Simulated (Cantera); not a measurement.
## Gas activation for diamond growth

An isothermal, constant-pressure homogeneous reactor starts with CH4 : H2 : CO2 = 0.011 : 1 : 0.013 (molar parts), at 1725 K and 18.0 Torr.

Computed with Cantera and GRI-Mech 3.0 (53 species, 325 reactions). Radical loss at walls, strong at low pressure, is not modelled.

| t (s) | x CH4 | x H2 | x CO2 | x CH2CO | x CO |
|---|---|---|---|---|---|
| 0.000600 | 0.0107 | 0.977 | 0.0127 | <1e-12 | 4.00e-7 |
| 0.00246 | 0.0107 | 0.977 | 0.0127 | <1e-12 | 6.88e-6 |
| 0.0101 | 0.0107 | 0.976 | 0.0126 | 1.88e-11 | 0.000116 |
| 0.0416 | 0.0106 | 0.974 | 0.0109 | 1.31e-9 | 0.00177 |
| 0.171 | 0.00965 | 0.966 | 0.00221 | 1.69e-8 | 0.0105 |
| 0.702 | 0.00647 | 0.965 | 4.72e-5 | 5.09e-8 | 0.0127 |
| 2.88 | 0.00271 | 0.967 | 4.62e-5 | 8.30e-8 | 0.0129 |
| 11.9 | 0.00107 | 0.969 | 4.53e-5 | 7.97e-8 | 0.0139 |
| 48.7 | 0.000677 | 0.970 | 4.02e-5 | 4.12e-8 | 0.0167 |
| 200 | 0.000308 | 0.973 | 2.61e-5 | 8.72e-9 | 0.0205 |
x: mole fraction; the columns are a selection and need not sum to one.

Equilibrium at this temperature and pressure: CH4 2.64e-9, H2 0.974, CO2 1.27e-5, CH2CO <1e-12, CO 0.0229 (gas phase only).
